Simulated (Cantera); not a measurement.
A perfectly stirred reactor is fed with H₂ : O₂ : N₂ = 0.33 : 1 : 4.6 (molar parts), at 0.840 bar; it is held at 1025 K, and followed from long to short residence time.

Cantera simulation using the H2/O2 subset of GRI-Mech 3.0, which has no nitrogen chemistry; the numbers are that mechanism's predictions, not measurements. The temperature is held fixed by assumption; the heat of reaction is taken as removed at once.

**Question.** What does this change do: pressure from 0.840 bar to 0.360 bar?

**Answer.** 
| quantity | before | after |
|---|---|---|
| x(H₂) at τ = 0.800 s | 0.00123 | 0.000366 |
| x(O₂) at τ = 0.800 s | 0.145 | 0.145 |
| x(OH) at τ = 0.800 s | 3.69e-6 | 3.05e-5 |
| x(H₂O) at τ = 0.800 s | 0.0560 | 0.0568 |
| x(H) at τ = 0.800 s | 3.50e-7 | 1.78e-6 |
| x(H₂) at τ = 83.0 ms | 0.00339 | 0.00129 |
| x(O₂) at τ = 83.0 ms | 0.146 | 0.145 |
| x(OH) at τ = 83.0 ms | 1.22e-5 | 7.91e-5 |
| x(H₂O) at τ = 83.0 ms | 0.0537 | 0.0559 |
| x(H) at τ = 83.0 ms | 3.08e-6 | 1.69e-5 |

**Question.** What does this change do: O2 1 to 0.71 parts?

**Answer.** 
```tsv
quantity	before	after
x(H₂) at τ = 0.800 s	0.00123	0.00126
x(O₂) at τ = 0.800 s	0.145	0.100
x(OH) at τ = 0.800 s	3.69e-6	3.85e-6
x(H₂O) at τ = 0.800 s	0.0560	0.0590
x(H) at τ = 0.800 s	3.50e-7	5.17e-7
x(H₂) at τ = 83.0 ms	0.00339	0.00317
x(O₂) at τ = 83.0 ms	0.146	0.101
x(OH) at τ = 83.0 ms	1.22e-5	1.41e-5
x(H₂O) at τ = 83.0 ms	0.0537	0.0570
x(H) at τ = 83.0 ms	3.08e-6	4.57e-6
```
